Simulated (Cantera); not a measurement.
**Low-pressure radical oxidation in H2/O2**

An isothermal, constant-pressure homogeneous reactor starts with 2.99 % H2, 37.3 % O2, 59.7 % N2, equivalence ratio 0.040, at 1275 K and 0.0118 atm.

Detailed kinetics in Cantera: the H2/O2 subset of GRI-Mech 3.0, which has no nitrogen chemistry. Radical loss at walls, strong at low pressure, is not modelled.

| t (s) | x H2 | x O2 | x HO2 | x H | x H2O |
|---|---|---|---|---|---|
| 0.000700 | 0.0299 | 0.373 | 2.46e-8 | 4.92e-8 | 1.02e-7 |
| 0.00184 | 0.0298 | 0.373 | 8.36e-8 | 5.20e-6 | 1.37e-5 |
| 0.00484 | 0.00229 | 0.352 | 1.16e-6 | 0.00668 | 0.0225 |
| 0.0127 | 0.000662 | 0.351 | 1.03e-6 | 0.00516 | 0.0255 |
| 0.0334 | 0.000584 | 0.352 | 1.01e-6 | 0.00417 | 0.0262 |
| 0.0878 | 0.000423 | 0.356 | 9.30e-7 | 0.00246 | 0.0275 |
| 0.231 | 0.000201 | 0.360 | 7.30e-7 | 0.000771 | 0.0290 |
| 0.607 | 5.40e-5 | 0.363 | 3.98e-7 | 0.000105 | 0.0298 |
| 1.59 | 1.02e-5 | 0.363 | 1.37e-7 | 8.48e-6 | 0.0301 |
| 4.19 | 1.91e-6 | 0.364 | 3.69e-8 | 6.91e-7 | 0.0302 |
| 11.0 | 4.26e-7 | 0.364 | 1.13e-8 | 7.32e-8 | 0.0303 |
| 29.0 | 1.16e-7 | 0.364 | 6.39e-9 | 1.05e-8 | 0.0303 |
| 76.1 | 4.14e-8 | 0.364 | 6.96e-9 | 2.24e-9 | 0.0303 |
| 200 | 2.63e-8 | 0.364 | 8.00e-9 | 1.13e-9 | 0.0303 |
x: mole fraction; the columns are a selection and need not sum to one.

Equilibrium at this temperature and pressure: H2 2.55e-8, O2 0.364, HO2 8.09e-9, H 1.08e-9, H2O 0.0303 (gas phase only).
